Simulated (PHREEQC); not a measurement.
Synthetic water in mg/L, 25 °C, pH 5.95, pe -1.3:

| constituent | mg/L |
|---|---|
| Na | 0.017 |
| K | 0.000931 |
| Ca | 0.0151 |
| Mg | 0.0104 |
| Cl | 0.0691 |
| S(6) as SO4 | 0.00921 |
| Alkalinity as HCO3 | 0.0114 |
| Sr | 0.000416 |
| Si as SiO2 | 1.9e-05 |

Cl is adjusted to close the charge balance.
Valence states are taken as typed.

Equilibrium calculation in PHREEQC: ion-association model, phreeqc.dat.

```
quantity                    before     after
------------------------  --------  --------
ionic strength (mol/kgw)   4.41e-6   4.41e-6
CO2 (mol/kgw)              3.28e-6   2.85e-6
HCO3- (mol/kgw)            1.30e-6   1.28e-6
CO3-2 (mol/kgw)           5.48e-11  6.93e-11
SI of Quartz (SiO2)          -5.52     -5.73
```

**Question.** Which change was made?
A. S(6) from 0.00921 to 0.0046 mg/L
B. all concentrations times 4 at the same typed pH
C. temperature from 25 to 40 °C at the same typed pH

**Answer.** C, temperature from 25 to 40 °C at the same typed pH

Precipitation was switched off in this run. Away from 25 °C the constants follow the database's enthalpies or fits; those with neither stay at their 25 °C values.
